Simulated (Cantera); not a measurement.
Input (Python, Cantera) and output of one run.

```python
import numpy as np
import cantera as ct

gas_names = [...]  # 151 gases of nasa_gas.yaml made of C, H, N, O, Si
cond_names = """
    C(gr) C6H6(L) C7H8(L) C8H18(L),n-octa H2O(s) H2O(L) Si(cr) Si(L) SiC(b) SiO2(Lqz) SiO2(hqz) SiO2(L)
    Si2N2O(s) Si3N4(a)
""".split()


# ... load() reads the species with a 1 bar reference pressure and builds the phases ...
atoms = {
    'HMDSO': {'Si': 2, 'C': 6, 'H': 18, 'O': 1},
    'H2O': {'H': 2, 'O': 1},
    'N2': {'N': 2},
}
top_T = {'C(gr)': 4500, 'SiC(b)': 3050, 'Si2N2O(s)': 2100, 'Si3N4(a)': 2400}  # K; cautious upper limits of use, not melting points


# ... equilibrate(T, P, feed) seeds the gas with the atoms and calls Mixture.equilibrate('TP', solver="vcs", rtol=1e-11, max_steps=5000) ...
results = []
feed = {'HMDSO': 1, 'H2O': 1, 'N2': 1.4}  # mol
P = 10000  # Pa
for T in [1398, 1423, 1448, 1473, 1498, 1523, 1548, 1573, 1598, 1623, 1648, 1673]:
    mix = equilibrate(T, P, feed)
    results.append((T, P, feed, dict(zip(mix.species_names, mix.species_moles))))
    x = sorted(zip(gas.X, gas.species_names), reverse=True)
    print(f"T = {T:g} K  P = {P:g} Pa  gas = {mix.phase_moles(0):.4g} mol")
    print("   x: " + "  ".join(f"{s} {v:.3e}" for v, s in x if v > 1e-05))
    print("   condensed (mol): " + ("  ".join(f"{mix.phase(i).name} {mix.phase_moles(i):.4g}"
          for i in range(1, mix.n_phases) if mix.phase_moles(i) > 1e-12) or "none"))
```

Output:

```
T = 1398 K  P = 10000 Pa  gas = 11.4 mol
   x: H2 8.767e-01  CO 8.772e-02  N2 3.506e-02  CH4 3.358e-04  HCN 8.560e-05  H2O 2.912e-05  H 1.401e-05
   condensed (mol): C(gr) 4.996  Si2N2O(s) 1
T = 1423 K  P = 10000 Pa  gas = 11.4 mol
   x: H2 8.768e-01  CO 8.772e-02  N2 3.505e-02  CH4 2.928e-04  HCN 1.045e-04  H2O 2.374e-05  H 1.967e-05
   condensed (mol): C(gr) 4.996  Si2N2O(s) 1
T = 1448 K  P = 10000 Pa  gas = 11.4 mol
   x: H2 8.768e-01  CO 8.771e-02  N2 3.504e-02  CH4 2.565e-04  HCN 1.267e-04  H 2.729e-05  H2O 1.949e-05  SiO 1.593e-05
   condensed (mol): C(gr) 4.996  Si2N2O(s) 0.9999
T = 1473 K  P = 10000 Pa  gas = 11.4 mol
   x: H2 8.768e-01  CO 8.770e-02  N2 3.503e-02  CH4 2.257e-04  HCN 1.526e-04  H 3.746e-05  SiO 2.859e-05  H2O 1.611e-05
   condensed (mol): C(gr) 4.996  Si2N2O(s) 0.9998
T = 1498 K  P = 10000 Pa  gas = 11.4 mol
   x: H2 8.768e-01  CO 8.769e-02  N2 3.502e-02  CH4 1.995e-04  HCN 1.827e-04  H 5.088e-05  SiO 5.028e-05  H2O 1.340e-05
   condensed (mol): C(gr) 4.996  Si2N2O(s) 0.9997
T = 1523 K  P = 10000 Pa  gas = 11.4 mol
   x: H2 8.767e-01  CO 8.767e-02  N2 3.502e-02  HCN 2.173e-04  CH4 1.770e-04  SiO 8.676e-05  H 6.843e-05  H2O 1.121e-05  C2H2,acetylene 1.036e-05
   condensed (mol): C(gr) 4.996  Si2N2O(s) 0.9995
T = 1548 K  P = 10000 Pa  gas = 11.4 mol
   x: H2 8.767e-01  CO 8.763e-02  N2 3.503e-02  HCN 2.572e-04  CH4 1.577e-04  SiO 1.470e-04  H 9.117e-05  C2H2,acetylene 1.376e-05
   condensed (mol): C(gr) 4.996  Si2N2O(s) 0.9992
T = 1573 K  P = 10000 Pa  gas = 11.49 mol
   x: H2 8.701e-01  CO 9.060e-02  N2 3.844e-02  HCN 3.158e-04  SiO 2.376e-04  CH4 1.389e-04  H 1.199e-04  C2H2,acetylene 1.797e-05
   condensed (mol): C(gr) 4.87  SiC(b) 0.08405  Si2N2O(s) 0.9566
T = 1598 K  P = 10000 Pa  gas = 12.24 mol
   x: H2 8.161e-01  CO 1.158e-01  N2 6.695e-02  HCN 4.725e-04  SiO 3.335e-04  H 1.521e-04  CH4 1.097e-04  C2H2,acetylene 2.198e-05  HNC 1.075e-05
   condensed (mol): C(gr) 3.732  SiC(b) 0.8414  Si2N2O(s) 0.5773
T = 1623 K  P = 10000 Pa  gas = 13.4 mol
   x: H2 7.456e-01  CO 1.488e-01  N2 1.041e-01  HCN 6.563e-04  SiO 4.689e-04  H 1.887e-04  CH4 8.243e-05  C2H2,acetylene 2.598e-05  HNC 1.602e-05
   condensed (mol): C(gr) 2.002  SiC(b) 1.994
T = 1648 K  P = 10000 Pa  gas = 13.4 mol
   x: H2 7.455e-01  CO 1.487e-01  N2 1.041e-01  HCN 7.607e-04  SiO 5.117e-04  H 2.431e-04  CH4 7.446e-05  C2H2,acetylene 3.335e-05  HNC 1.987e-05
   condensed (mol): C(gr) 2.001  SiC(b) 1.993
T = 1673 K  P = 10000 Pa  gas = 13.4 mol
   x: H2 7.454e-01  CO 1.487e-01  N2 1.040e-01  HCN 8.777e-04  SiO 5.569e-04  H 3.109e-04  CH4 6.746e-05  C2H2,acetylene 4.247e-05  HNC 2.450e-05
   condensed (mol): C(gr) 2.001  SiC(b) 1.993
```

Cantera equilibrium calculation (NASA polynomials, part measured and part estimated; ideal gas, pure solids and liquids). The feed counts by its element totals alone. N2 is the only nitrogen source here; it is nearly inert below about 1500 K, so the nitride shown seldom forms there in practice. Mutual solubility and eutectic melting of coexisting phases are not modelled.
